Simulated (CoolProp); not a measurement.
Dimethyl carbonate along the isotherm 34.15 °C: density (kg/m³) from the reference equation and from simpler models built on Tc = 283.9 °C, pc = 4.909 MPa, ω = 0.346; each cubic takes its own stable root.

The numbers come from the reference Helmholtz-energy equation of state, Zhou 2011 in CoolProp.

```csv
p (MPa),phase,reference
0.0776,liquid,1051
0.117,liquid,1051
0.177,liquid,1051
0.266,liquid,1051
0.402,liquid,1051
0.606,liquid,1052
0.915,liquid,1052
1.38,liquid,1052
2.08,liquid,1053
3.14,liquid,1054
4.74,liquid,1056
7.15,liquid,1058
10.8,liquid,1061
16.3,liquid,1066
24.5,liquid,1073
```

Task: How far does each simpler model (Soave-Redlich-Kwong, Peng-Robinson) lie from the reference over these 15 states: mean and median of the absolute difference, and the worst?

Result: 
- Soave-Redlich-Kwong: mean 11.2 %, median 11.3 %, worst -11.3 % at 34.15 °C and 0.0776 MPa
- Peng-Robinson: mean 0.1 %, median 0.1 %, worst -0.2 % at 34.15 °C and 24.5 MPa
